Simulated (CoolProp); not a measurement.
A closed Brayton cycle with carbon dioxide: compressor inlet 315.15 K and 9.8 MPa, high pressure 29.6 MPa, turbine inlet 750 K, compressor efficiency 0.89, turbine efficiency 0.9, recuperator effectiveness 0.8 (on enthalpy, no pinch check). Each further row changes one setting.

The numbers come from the reference Helmholtz-energy equation of state, Span 1996 in CoolProp.

| case | thermal efficiency (%) | net work (kJ/kg) | compressor to turbine work | compressor exit (K) | turbine exit (K) |
|---|---|---|---|---|---|
| as stated | 30.2 | 94.7 | 0.26 | 359.5 | 624.5 |
| turbine inlet 700 K | 28.8 | 84.1 | 0.29 | 359.5 | 579.0 |
| compressor inlet 325.15 K | 29.0 | 80.5 | 0.37 | 401.2 | 624.5 |
| high pressure 25.2 MPa | 28.4 | 84.5 | 0.24 | 352.4 | 642.3 |
| recuperator effectiveness 0.5 | 23.1 | 94.7 | 0.26 | 359.5 | 624.5 |
